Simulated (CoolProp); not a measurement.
R21 along the isobar 2.77 MPa: fugacity coefficient from the reference equation and from simpler models built on Tc = 452.7 K, pc = 5.289 MPa, ω = 0.206; each cubic takes its own stable root.

The numbers come from the reference Helmholtz-energy equation of state, Platzer 1990 in CoolProp. This equation is an older, rougher fit; its heat capacities, sound speeds and derivatives of the liquid may be far off and weren't checked against measurements.

| T (K) | phase | reference |
|---|---|---|
| 264.5 | liquid | 0.01880 |
| 284.4 | liquid | 0.04193 |
| 304.3 | liquid | 0.08208 |
| 324.2 | liquid | 0.1446 |
| 344.1 | liquid | 0.2339 |
| 364 | liquid | 0.3523 |
| 383.9 | liquid | 0.4998 |
| 403.8 | liquid | 0.6736 |
| 423.7 | gas | 0.7782 |
| 443.6 | gas | 0.8123 |

Question: How far does each simpler model (van der Waals, Soave-Redlich-Kwong) lie from the reference over these 10 states: mean and median of the absolute difference, and the worst?

Answer: 
- van der Waals: mean 180.7 %, median 95.7 %, worst +688.8 % at 264.5 K and 2.77 MPa
- Soave-Redlich-Kwong: mean 1.4 %, median 1.3 %, worst +2.5 % at 383.9 K and 2.77 MPa

At some of these states van der Waals gives the other phase, because its saturation line lies elsewhere.
